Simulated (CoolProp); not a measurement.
Dry air along the isotherm -124.95 °C: density (kg/m³) from the reference equation and from simpler models built on Tc = -140.6 °C, pc = 3.786 MPa, ω = 0.034; each cubic takes its own stable root.

Model: reference Helmholtz-energy equation of state, Lemmon 2000, in CoolProp. It is a pseudo-pure fit of the blend.

```tsv
p (MPa)	phase	reference
0.71	gas	17.50
1.42	gas	36.88
2.13	gas	58.70
2.84	gas	83.82
3.55	gas	113.6
4.26	supercritical	150.1
4.97	supercritical	196.6
5.68	supercritical	256.7
```

How far does each simpler model (van der Waals, Redlich-Kwong, Soave-Redlich-Kwong, Peng-Robinson) lie from the reference over these 8 states: mean and median of the absolute difference, and the worst?


- van der Waals: mean 1.8 %, median 0.6 %, worst +7.3 % at -124.95 °C and 5.68 MPa
- Redlich-Kwong: mean 0.5 %, median 0.2 %, worst -2.0 % at -124.95 °C and 5.68 MPa
- Soave-Redlich-Kwong: mean 0.9 %, median 0.2 %, worst -3.6 % at -124.95 °C and 5.68 MPa
- Peng-Robinson: mean 2.6 %, median 2.7 %, worst +3.7 % at -124.95 °C and 4.26 MPa
